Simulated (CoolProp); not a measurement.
A simple Rankine cycle with n-butane: condensing at 309.15 K, boiler at 1.12 MPa, turbine inlet 508 K, turbine efficiency 0.7, pump efficiency 0.6, no recuperator. Each further row changes one setting.

Model: reference Helmholtz-energy equation of state, Bücker 2006, in CoolProp.

| case | thermal efficiency (%) | net work (kJ/kg) | heat in (kJ/kg) | turbine exit temperature (K) | volume ratio over the turbine |
|---|---|---|---|---|---|
| as stated | 7.0 | 54.3 | 780 | 481.8 | 3.26 |
| turbine inlet 528 K | 6.8 | 57.0 | 834 | 501.9 | 3.25 |
| condensing temperature 301.15 K | 8.1 | 65.1 | 800 | 477.0 | 4.10 |
| boiler pressure 0.784 MPa | 5.0 | 39.3 | 786 | 490.0 | 2.28 |
| turbine efficiency 0.6 | 5.9 | 46.2 | 780 | 485.0 | 3.28 |
